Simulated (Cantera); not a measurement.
A Cantera script and what it prints.

```python
import numpy as np
import cantera as ct

gas_names = """
    C CN CO CO2 C2 CCN CNC C2N2 C2O C3 C3O2 C4 C4N2 C5 N NCO NO NO2 NO3 N2 N2O O O2 O3 Si SiC SiC2 SiN
    SiO SiO2 Si2 Si2C Si2N Si3
""".split()
cond_names = """
    C(gr) Si(cr) Si(L) SiC(b) SiO2(Lqz) SiO2(hqz) SiO2(L) Si2N2O(s) Si3N4(a)
""".split()


# ... load() reads the species with a 1 bar reference pressure and builds the phases ...
atoms = {
    'SiC': {'Si': 1, 'C': 1},
    'N2O': {'N': 2, 'O': 1},
    'N2': {'N': 2},
}
top_T = {'C(gr)': 4500, 'SiC(b)': 3050, 'Si2N2O(s)': 2100, 'Si3N4(a)': 2400}  # K; cautious upper limits of use, not melting points


# ... equilibrate(T, P, feed) seeds the gas with the atoms and calls Mixture.equilibrate('TP', solver="vcs", rtol=1e-11, max_steps=5000) ...
results = []
feed = {'SiC': 1, 'N2O': 0.035, 'N2': 64}  # mol
P = 10000  # Pa
for T in [900, 1000, 1100, 1200, 1300, 1400, 1500, 1600, 1700, 1800, 1900]:
    mix = equilibrate(T, P, feed)
    results.append((T, P, feed, dict(zip(mix.species_names, mix.species_moles))))

top = {s: max(r[3][s] / sum(r[3][g] for g in gas_names) for r in results) for s in gas_names}
cols = sorted((s for s in top if top[s] > 0.001), key=lambda s: -top[s])[:7]
seen = [c for c in cond_names if any(r[3].get(c, 0) > 1e-12 for r in results)]
print("log10 of partial pressures in bar; condensed amounts in mol")
print(f"{'T/K':>10s}" + "".join(f"{s[:9]:>10s}" for s in cols + seen))
for T, P, feed, n in results:
    ng = sum(n[g] for g in gas_names)
    print(f"{T:10.4g}" + "".join(f"{np.log10(max(n[s] / ng * P / 1e5, 1e-99)):10.3f}" for s in cols)
          + "".join(f"{n.get(c, 0):10.4g}" for c in seen))
```

Output:

```
log10 of partial pressures in bar; condensed amounts in mol
       T/K        N2     C(gr)    SiC(b) Si2N2O(s)  Si3N4(a)
       900    -1.000         1         0     0.035      0.31
      1000    -1.000         1         0     0.035      0.31
      1100    -1.000         1         0     0.035      0.31
      1200    -1.000         1         0   0.03496      0.31
      1300    -1.000    0.9995         0   0.03454    0.3103
      1400    -1.000     0.996         0   0.03098    0.3127
      1500    -1.000    0.9738         0  0.008792    0.3275
      1600    -1.000         0    0.9654         0   0.01141
      1700    -1.000         0    0.9674         0   0.01008
      1800    -1.000         0    0.9745         0  0.005131
      1900    -1.000         0    0.9805         0         0
```

These are equilibrium values from Cantera (NASA tables, ideal gas, pure condensed phases), not measurements of a reactor. Mutual solubility and eutectic melting of coexisting phases are not modelled.
